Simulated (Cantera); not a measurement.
Equilibrium for chemical vapour transport: Fe + Cl2 + N2

Input: 1 mol Fe, 0.68 mol Cl2, 0.075 mol N2, equilibrated at 1250 °C and 0.360 bar.

Equilibrium computed with Cantera from the NASA thermochemical tables; the gas is ideal and each condensed phase is pure. Candidate condensed phases: Fe, FeCl2, FeCl3; 10 gas species. Equilibrium is a limit: real reactors are often held back by kinetics, nucleation or transport.

```
Item                                     Result
-----------------------------------  ----------
x(FeCl2)                                  0.890
x(N2)                                     0.100
x(Fe2Cl4)                               0.00949
x(FeCl3)                               0.000459
x(Cl)                                   3.30e-5
n(Fe(γ))                              0.320 mol
gas amount                           0.7477 mol
log10 activity of FeCl2(l) (absent)       -1.18
```
